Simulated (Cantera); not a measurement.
Feed: 1 mol Al(CH3)3, 5.8 mol N2O, 19 mol H2, at 0.100 bar.

These are equilibrium values from Cantera (NASA tables, ideal gas, pure condensed phases), not measurements of a reactor. Candidate condensed phases: Al, AlN, Al2O3, C, C6H6, C7H8, C8H18, H2O; 148 gas species. The feed counts by its element totals alone. Rates play no part.

log p: log10 of the partial pressure in bar; n: condensed amount in mol.

```tsv
T (°C)	log p H2	log p N2	log p H2O	log p CH4	log p CO	log p CO2	log p NH3	n Al2O3(s)
352	-1.30	-1.66	-1.79	-1.94	-5.36	-4.53	…	0.500
502	-1.22	-1.70	-2.06	-2.22	-2.60	-2.74	…	0.500
652	-1.16	-1.74	-2.46	-3.58	-2.08	-3.08	…	0.500
802	-1.16	-1.75	-2.45	-5.33	-2.06	-3.31	…	0.500
952	-1.16	-1.75	-2.43	-6.69	-2.05	-3.49	…	0.500
1102	-1.16	-1.75	-2.42	-7.75	-2.04	-3.62	…	0.500
1252	-1.16	-1.75	-2.42	-8.59	-2.04	-3.73	…	0.500
```

### Question
Fill in the missing entries.

### Answer

- 352, log p NH3: -4.34
- 502, log p NH3: -5.08
- 652, log p NH3: -5.61
- 802, log p NH3: -6.05
- 952, log p NH3: -6.38
- 1102, log p NH3: -6.64
- 1252, log p NH3: -6.86
